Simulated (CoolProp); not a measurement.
Vapour-liquid equilibrium of R125 (1) + fluoroethane (R161) (2) at 239.4 K; x and y are mole fractions of (1).

Computed with CoolProp (multi-fluid Helmholtz-energy mixture model, Lemmon 2005 and Wu 2012; pair parameters Bell 2016).

```csv
x,bubble pressure (MPa),y at the bubble point,dew pressure at overall composition x (MPa),liquid density (mol/L)
0.05,0.1230,0.071,0.1221,16.62
0.15,0.1299,0.217,0.1265,16.06
0.25,0.1384,0.357,0.1317,15.53
0.35,0.1477,0.481,0.1379,15.01
0.45,0.1571,0.587,0.1452,14.52
0.55,0.1660,0.678,0.1536,14.04
0.65,0.1742,0.755,0.1632,13.59
0.75,0.1814,0.825,0.1736,13.15
0.85,0.1876,0.891,0.1839,12.74
0.95,0.1929,0.961,0.1921,12.35
```

No azeotrope shows between x = 0.05 and 0.95.

The pair parameters rest on a limited set of measurements; away from them the model extrapolates. The gap from Raoult's law changes sign with composition, which may be real or a fault of the pair parameters; it wasn't checked against measurements.
